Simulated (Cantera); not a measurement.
An isothermal, constant-pressure homogeneous reactor starts with NO : N2 = 1 : 0.26 (molar parts), at 2223 K and 0.0440 bar. Integrator tolerance rtol = 1e-08.

Detailed kinetics in Cantera: GRI-Mech 3.0 (53 species, 325 reactions). Radical loss at walls, strong at low pressure, is not modelled.

### Question
What does this change do: N2 0.26 to 0.55 parts?

### Answer
```json
[
 {"quantity": "x(NO) at 3.00 s", "before": "0.0191 (gas-phase equilibrium 0.0156)", "after": "0.0184 (gas-phase equilibrium 0.0149)"},
 {"quantity": "x(N2) at 3.00 s", "before": "0.591 (gas-phase equilibrium 0.593)", "after": "0.665 (gas-phase equilibrium 0.667)"},
 {"quantity": "x(O2) at 3.00 s", "before": "0.381 (gas-phase equilibrium 0.383)", "after": "0.308 (gas-phase equilibrium 0.310)"},
 {"quantity": "x(N2O) at 3.00 s", "before": "1.84e-7 (gas-phase equilibrium 1.58e-7)", "after": "1.86e-7 (gas-phase equilibrium 1.60e-7)"},
 {"quantity": "x(O) at 3.00 s", "before": "0.00925 (gas-phase equilibrium 0.00927)", "after": "0.00831 (gas-phase equilibrium 0.00834)"}
]
```

### Question
What does this change do: pressure from 0.0440 bar to 0.133 bar?

### Answer
```csv
quantity,before,after
x(NO) at 3.00 s,0.0191 (gas-phase equilibrium 0.0156),0.0159 (gas-phase equilibrium 0.0157)
x(N2) at 3.00 s,0.591 (gas-phase equilibrium 0.593),0.594 (gas-phase equilibrium 0.594)
x(O2) at 3.00 s,0.381 (gas-phase equilibrium 0.383),0.385 (gas-phase equilibrium 0.385)
x(N2O) at 3.00 s,1.84e-7 (gas-phase equilibrium 1.58e-7),2.78e-7 (gas-phase equilibrium 2.76e-7)
x(O) at 3.00 s,0.00925 (gas-phase equilibrium 0.00927),0.00534 (gas-phase equilibrium 0.00534)
```
